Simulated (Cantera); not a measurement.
Charge: 1 mol B, 8.3 mol O₂, 5.5 mol H₂, at 1700 K and 75.0 Torr.

Method: chemical equilibrium by Gibbs-energy minimisation in Cantera with the NASA 1993 tables (ideal gas, pure condensed phases). Candidate condensed phases: B, B₂O₃, B₃O₃H₃, H₂O; 23 gas species. Kinetics and transport are ignored.

Base state: H₂O 0.463, O₂ 0.444, HBO₂ 0.0900, OH 0.00168, B₂O₃ 0.00105, BO₂ 0.000398, O 9.42e-5, H₂ 4.42e-5 (mole fractions); condensed: gas only.

Task: What changes in the equilibrium state with this change: B replaced by borazine?

Result: 
```json
[
 {"species": "H₂O", "before": "0.463", "after": "0.531"},
 {"species": "HBO₂", "before": "0.0900", "after": "0.214"},
 {"species": "O₂", "before": "0.444", "after": "0.134"},
 {"species": "N₂", "before": "0", "after": "0.112"},
 {"species": "NO", "before": "0", "after": "0.000876"},
 {"species": "(HBO₂)₃", "before": "1.44e-5", "after": "0.000193"},
 {"species": "B₂O₃", "before": "0.00105", "after": "0.00517"}
]
```
The feed counts by its element totals alone. Further candidate phases: BN.
